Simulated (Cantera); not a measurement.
Input: 1 mol SiCl4, 54 mol N2, held at 1798 K and 1.90 mbar.

These are equilibrium values from Cantera (NASA tables, ideal gas, pure condensed phases), not measurements of a reactor. Candidate condensed phases: Si, Si3N4; 13 gas species. The tables' values for SiCl3 are old estimates; treat these amounts as uncertain. Rates play no part.

Base state: N2 0.950, Cl 0.0326, SiCl2 0.0154, SiCl3 0.00181, SiCl4 0.000343, Cl2 2.07e-5 (mole fractions); condensed: gas only.

Question: What changes in the equilibrium state with this change: SiCl4 replaced by SiHCl3?

Answer: 
```csv
species,before,after
N2,0.950,0.963
SiCl2,0.0154,0.0175
HCl,0,0.0151
Cl,0.0326,0.00270
H2,0,0.00121
H,0,0.000280
Si,2.90e-7,4.83e-5
Cl2,2.07e-5,1.41e-7
```
The tables' values for SiCl3, SiCl are old estimates; treat these amounts as uncertain. Further candidate phases: NH4Cl.
